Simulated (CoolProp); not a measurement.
Vapour-liquid equilibrium of n-hexane (1) + o-xylene (2) at 0.0634 MPa; x and y are mole fractions of (1).

Model: multi-fluid Helmholtz-energy mixture model, Thol 2019 and Zhou 2012; pair parameters Bell 2016, in CoolProp.

| x | bubble temperature, mixture model (°C) | bubble temperature, Raoult's law (°C) | y, mixture model | y, Raoult's law |
|---|---|---|---|---|
| 0.05 | 116.0 | 117.5 | 0.322 | 0.297 |
| 0.125 | 102.8 | 105.5 | 0.587 | 0.559 |
| 0.2 | 93.2 | 96.3 | 0.727 | 0.706 |
| 0.275 | 85.9 | 88.9 | 0.808 | 0.796 |
| 0.35 | 80.1 | 82.9 | 0.860 | 0.855 |
| 0.425 | 75.5 | 77.8 | 0.895 | 0.895 |
| 0.5 | 71.6 | 73.4 | 0.921 | 0.923 |
| 0.575 | 68.2 | 69.6 | 0.940 | 0.944 |
| 0.65 | 65.3 | 66.2 | 0.955 | 0.960 |
| 0.725 | 62.6 | 63.2 | 0.967 | 0.973 |
| 0.8 | 60.2 | 60.6 | 0.978 | 0.982 |
| 0.875 | 58.0 | 58.1 | 0.987 | 0.990 |
| 0.95 | 55.9 | 55.9 | 0.995 | 0.996 |

The largest gap from Raoult's law is -3.1 K in bubble temperature, at x = 0.2. No azeotrope shows between x = 0.05 and 0.95.

Pair parameters are fitted to limited data, so mixtures are less certain than the pure fluids.
